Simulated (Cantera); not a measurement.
## Adiabatic ignition

An adiabatic, constant-pressure homogeneous reactor starts with 1.51 % CH₄, 0.182 % C₂H₆, 0.500 % C₃H₈, 15.7 % O₂, 59.3 % N₂, 22.7 % H₂O, at 1575 K and 19.0 bar.

Model: GRI-Mech 3.0 (53 species, 325 reactions), integrated in Cantera. GRI-Mech 3.0 was tuned for natural gas; its chemistry of propane as a main component is partial and can be far from experiment. The pressure lies above the range GRI-Mech 3.0 was tuned for (to about 10 atm).

| t (s) | T (K) | x CH₄ | x C₂H₆ | x C₃H₈ | x CO | x N₂O | x O | x NO |
|---|---|---|---|---|---|---|---|---|
| 8.00e-6 | 1629 | 0.0114 | 0.000856 | 0.000963 | 0.00410 | 4.08e-8 | 2.78e-5 | 7.04e-10 |
| 3.09e-5 | 2165 | <1e-12 | <1e-12 | <1e-12 | 0.000715 | 1.79e-6 | 0.000179 | 2.33e-6 |
| 0.000120 | 2170 | <1e-12 | <1e-12 | <1e-12 | 0.000123 | 1.40e-6 | 0.000159 | 8.59e-6 |
| 0.000463 | 2170 | <1e-12 | <1e-12 | <1e-12 | 0.000123 | 1.40e-6 | 0.000158 | 3.24e-5 |
| 0.00179 | 2170 | <1e-12 | <1e-12 | <1e-12 | 0.000123 | 1.40e-6 | 0.000158 | 0.000124 |
| 0.00693 | 2169 | <1e-12 | <1e-12 | <1e-12 | 0.000122 | 1.39e-6 | 0.000157 | 0.000473 |
| 0.0268 | 2167 | <1e-12 | <1e-12 | <1e-12 | 0.000120 | 1.38e-6 | 0.000154 | 0.00171 |
| 0.104 | 2161 | <1e-12 | <1e-12 | <1e-12 | 0.000116 | 1.37e-6 | 0.000147 | 0.00473 |
| 0.401 | 2157 | <1e-12 | <1e-12 | <1e-12 | 0.000114 | 1.37e-6 | 0.000143 | 0.00650 |
| 1.55 | 2157 | <1e-12 | <1e-12 | <1e-12 | 0.000114 | 1.37e-6 | 0.000143 | 0.00653 |
| 6.00 | 2157 | <1e-12 | <1e-12 | <1e-12 | 0.000114 | 1.37e-6 | 0.000143 | 0.00653 |
x: mole fraction; the columns are a selection and need not sum to one.

```
Property                                                           Value
---------------------------------  -------------------------------------
time of steepest temperature rise                                12.5 µs
temperature at 6.00 s                                             2157 K
equilibrium temperature                                           2157 K
x(CH₄) at 6.00 s                   <1e-12 (gas-phase equilibrium <1e-12)
x(C₂H₆) at 6.00 s                  <1e-12 (gas-phase equilibrium <1e-12)
x(C₃H₈) at 6.00 s                  <1e-12 (gas-phase equilibrium <1e-12)
```
